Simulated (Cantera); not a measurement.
Input: 1 mol (CH3)2SiCl2, 0.0095 mol C3H8, 2.1 mol H2, equilibrated at 1725 °C.

Cantera equilibrium calculation (NASA polynomials, part measured and part estimated; ideal gas, pure solids and liquids). Candidate condensed phases: C, C6H6, C7H8, C8H18, Si, SiC; 109 gas species. The feed counts by its element totals alone. The tables' values for SiCl3, SiCl are old estimates; treat these amounts as uncertain. The numbers say what is thermodynamically allowed, not how fast it happens.

x: gas mole fraction; n: condensed amount in mol.

```
P (Pa)   x H2  x HCl         x H  x SiCl2        x Cl        x Si  n C(graphite)  n SiC(s)
------  -----  -----  ----------  -------  ----------  ----------  -------------  --------
100     0.655  0.273      0.0410   0.0149      0.0127     0.00231           1.14     0.885
320     0.671  0.282      0.0232   0.0155     0.00727    0.000723           1.13     0.895
1000    0.679  0.287      0.0132   0.0158     0.00416    0.000231           1.12     0.898
3200    0.684  0.289     0.00742   0.0160     0.00234     7.23e-5           1.12     0.899
10000   0.687  0.290  (withheld)   0.0160  (withheld)  (withheld)           1.12     0.898
32000   0.689  0.290  (withheld)   0.0160  (withheld)  (withheld)           1.13     0.897
100000  0.691  0.289     0.00133   0.0158    0.000416     2.31e-6           1.13     0.893
```

Task: Some entries are withheld; supply them.

Result: 
- 10000, x H: 0.00420
- 10000, x Cl: 0.00132
- 10000, x Si: 2.31e-5
- 32000, x H: 0.00235
- 32000, x Cl: 0.000739
- 32000, x Si: 7.23e-6
